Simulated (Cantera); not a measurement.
Gas mixture: O₂ = 0.88 (molar parts), at 1100 Pa, frozen composition.

Cantera's kinetic-theory transport with the Lennard-Jones parameters of GRI-Mech 3.0, ideal gas; thermal conductivity in the multicomponent form.

One state of this run: ρ (kg/m³) = 0.00498; cp (J/kg/K) = 1065; μ (µPa s) = 43.0; λ (mW/m/K) = 64.6; Pr = 0.709; D (cm²/s) CH₄ = 126; D (cm²/s) NH₃ = 139; D (cm²/s) CO₂ = 90.6. D: mixture-averaged diffusion coefficient of that species in the mixture.

Task: Which value of T (K) does it belong to?
A. 700
B. 400
C. 1000
D. 850

Result: D, 850
